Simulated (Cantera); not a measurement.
## Adiabatic ignition

An adiabatic, constant-pressure homogeneous reactor starts with 5.82 % CH4, 1.63 % C2H6, 17.5 % O2, 65.7 % N2, 9.31 % H2O, equivalence ratio 0.99, at 1075 K and 3900 Torr.

Model: GRI-Mech 3.0 (53 species, 325 reactions), integrated in Cantera.

```csv
t (s),T (K),x CH4,x C2H6,x O2,x NO,x H2O2
9.00e-6,1075,0.0582,0.0163,0.175,<1e-12,4.41e-12
2.78e-5,1075,0.0582,0.0163,0.175,<1e-12,5.34e-11
8.56e-5,1075,0.0582,0.0163,0.175,<1e-12,7.70e-10
0.000264,1075,0.0582,0.0163,0.175,<1e-12,1.10e-8
0.000814,1075,0.0582,0.0163,0.175,<1e-12,1.18e-7
0.00251,1075,0.0582,0.0163,0.175,<1e-12,1.61e-6
0.00774,1086,0.0569,0.0148,0.173,<1e-12,0.000134
0.0239,2545,<1e-12,<1e-12,0.00920,0.00467,4.06e-7
0.0736,2545,<1e-12,<1e-12,0.00919,0.00470,4.06e-7
0.227,2545,<1e-12,<1e-12,0.00919,0.00470,4.06e-7
0.700,2545,<1e-12,<1e-12,0.00919,0.00470,4.06e-7
```
x: mole fraction; the columns are a selection and need not sum to one.

The time of steepest temperature rise comes out as 9.45 ms and the temperature at 0.700 s is 2545 K. The equilibrium temperature is 2545 K and the x(CH4) at 0.700 s is <1e-12 (gas-phase equilibrium <1e-12). The x(C2H6) at 0.700 s is <1e-12 (gas-phase equilibrium <1e-12). The x(O2) at 0.700 s is 0.00919 (gas-phase equilibrium 0.00919).
